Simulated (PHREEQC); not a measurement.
Solution (25 °C and 500 atm): 1.5 mmol/kgw Cu(BF4)2 and 7.5 mmol/kgw H2SO4. Closed to the air; pH follows from the charge balance.

Equilibrium calculation in PHREEQC: ion-association model, phreeqc.dat.

```csv
quantity,before,after
pH,1.96,3.01
ionic strength (mol/kgw),0.0210,0.0259
```

### Question
Name the change that produced these shifts.
A. temperature from 25 to 75 °C
B. H2SO4 replaced by Li2SO4 at the same molality
C. H2SO4 left out
D. Cu(BF4)2 left out
E. Cu(BF4)2 from 0.0015 to 0.00015 mol/kgw

### Answer
B, H2SO4 replaced by Li2SO4 at the same molality

No solid was allowed to form. Under pressure, the constants of complexes without a molar volume in the database are unreliable. Real BF4- forms and hydrolyses slowly; the run takes it at equilibrium.
